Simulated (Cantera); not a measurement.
# Al(CH3)3 + NH3 + N2 + N2O (aluminium nitride and oxide growth)

Feed: 1 mol Al(CH3)3, 6.8 mol NH3, 22 mol N2, 1.5 mol N2O, held at 75.0 Torr.

Cantera equilibrium calculation (NASA polynomials, part measured and part estimated; ideal gas, pure solids and liquids). Candidate condensed phases: Al, AlN, Al2O3, C, C6H6, C7H8, C8H18, H2O; 148 gas species. The feed counts by its element totals alone. Mutual solubility and eutectic melting of coexisting phases are not modelled. Condensed phases not in the tables: aluminium oxynitride. The numbers say what is thermodynamically allowed, not how fast it happens.

| T (K) | x N2 | x H2 | x CO | x HCN | x H | x CH4 | n AlN(s) | n Al2O3(s) | n C(graphite) |
|---|---|---|---|---|---|---|---|---|---|
| 1075 | 0.647 | 0.352 | 3.86e-5 | 7.57e-6 | 2.75e-8 | 0.000560 | 0.00108 | 0.499 | 2.97 |
| 1175 | 0.647 | 0.353 | 0.000351 | 2.68e-5 | 2.30e-7 | 0.000238 | 0.00975 | 0.495 | 2.97 |
| 1275 | 0.645 | 0.353 | 0.00224 | 7.76e-5 | 1.38e-6 | 0.000115 | 0.0622 | 0.469 | 2.90 |
| 1375 | 0.638 | 0.351 | 0.0108 | 0.000191 | 6.42e-6 | 6.12e-5 | 0.302 | 0.349 | 2.54 |
| 1475 | 0.620 | 0.345 | 0.0352 | 0.000408 | 2.41e-5 | 3.46e-5 | 1.00 | 0 | 1.48 |
| 1575 | 0.619 | 0.345 | 0.0352 | 0.000808 | 7.71e-5 | 2.16e-5 | 1.000 | 0 | 1.46 |
| 1675 | 0.619 | 0.344 | 0.0352 | 0.00147 | 0.000215 | 1.43e-5 | 1.000 | 0 | 1.43 |
| 1775 | 0.618 | 0.343 | 0.0352 | 0.00250 | 0.000536 | 9.87e-6 | 1.000 | 0 | 1.39 |
| 1875 | 0.617 | 0.342 | 0.0352 | 0.00401 | 0.00121 | 7.09e-6 | 0.997 | 0 | 1.31 |
x: gas mole fraction; n: condensed amount in mol.

From 1075 K to 1375 K the condensed part is AlN(s) + Al2O3(s) + C(graphite). From 1475 K to 1875 K the condensed part is AlN(s) + C(graphite).
